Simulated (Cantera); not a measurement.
# Diamond growth

A diamond (100) surface in a fixed gas of H2 with x(CH4) = 0.012, x(H) = 0.03, at 1075 K, 25.5 Torr; coverages are run to steady state.

Model: the Harris–Goodwin 1993 mechanism for the reconstructed diamond (100) surface, integrated in Cantera.

```
x(CH3)   growth (µm/h)  θ c6HH  θ c6H*  θ c6*H  θ c6**    θ c6HM
-------  -------------  ------  ------  ------  ------  --------
1e-06           0.0236   0.531  0.0256   0.427  0.0161   1.29e-5
2.7e-06         0.0636   0.531  0.0256   0.427  0.0161   3.48e-5
7.2e-06          0.170   0.531  0.0256   0.427  0.0161   9.27e-5
1.9e-05          0.447   0.531  0.0256   0.427  0.0161  0.000245
5.1e-05           1.20   0.531  0.0256   0.427  0.0161  0.000656
0.00014           3.29   0.530  0.0255   0.426  0.0160   0.00180
0.00037           8.64   0.528  0.0254   0.424  0.0159   0.00473
0.00099           22.8   0.522  0.0251   0.419  0.0156    0.0125
0.0026            57.8   0.507  0.0244   0.406  0.0150    0.0316
```
θ: site fractions in the mechanism's names (c6HH fully hydrogenated, c6H* and c6*H radical sites, c6** diradical, c6HM methylated).
